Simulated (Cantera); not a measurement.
Si + O2 + N2 (thermal oxidation and active oxidation of silicon)

Input: 1 mol Si, a varied amount of O2, 91 mol N2, at 1177 °C and 1.00 bar.

Method: chemical equilibrium by Gibbs-energy minimisation in Cantera with the NASA 1993 tables (ideal gas, pure condensed phases). Candidate condensed phases: Si, SiO2, Si2N2O, Si3N4; 16 gas species. N2 is the only nitrogen source here; it is nearly inert below about 1500 K, so the nitride shown seldom forms there in practice. Mutual solubility and eutectic melting of coexisting phases are not modelled. The tables hold silica as quartz up to 1696 K and as liquid above; real silica turns to tridymite and cristobalite and melts near 1996 K. The numbers say what is thermodynamically allowed, not how fast it happens.

| n(O2) (mol) | x N2 | x SiO | n Si2N2O(s) | n Si3N4(s) | n SiO2(β-quartz) |
|---|---|---|---|---|---|
| 0.0024 | 1.00 | 6.34e-9 | 0.00480 | 0.330 | 0 |
| 0.0046 | 1.00 | 6.34e-9 | 0.00920 | 0.327 | 0 |
| 0.0089 | 1.00 | 6.34e-9 | 0.0178 | 0.321 | 0 |
| 0.017 | 1.00 | 6.34e-9 | 0.0340 | 0.311 | 0 |
| 0.033 | 1.00 | 6.34e-9 | 0.0660 | 0.289 | 0 |
| 0.065 | 1.00 | 6.34e-9 | 0.130 | 0.247 | 0 |
| 0.13 | 1.00 | 6.34e-9 | 0.260 | 0.160 | 0 |
| 0.24 | 1.00 | 6.34e-9 | 0.480 | 0.0133 | 0 |
| 0.47 | 1.000 | 5.56e-7 | 0.353 | 0 | 0.293 |
| 0.92 | 1.000 | 5.56e-7 | 0.0533 | 0 | 0.893 |
x: gas mole fraction; n: condensed amount in mol.

From 0.0024 mol O2 to 0.24 mol O2 the condensed part is Si2N2O(s) + Si3N4(s). From 0.47 mol O2 to 0.92 mol O2 the condensed part is SiO2(β-quartz) + Si2N2O(s).
